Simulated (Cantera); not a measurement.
Cantera with NASA thermochemical tables; ideal gases at 1 bar, condensed phases pure. Values are per mole of reaction as written; species without (g) are pure solids or liquids, kept so even where they would boil at 1 bar.

**Question.** Between 300 and 1348 K, where is each reaction favourable under standard conditions?
- 3 Fe(OH)3 → 3 Fe(OH)2 + 3 H(g) + O3(g)

**Answer.** 
- 3 Fe(OH)3 → 3 Fe(OH)2 + 3 H(g) + O3(g): ΔG° is 1412 kJ at 300 K and 814 kJ at 1348 K; it stays positive (K < 1). ΔH° is 1584 kJ and ΔS° 572 J/K at 1348 K.
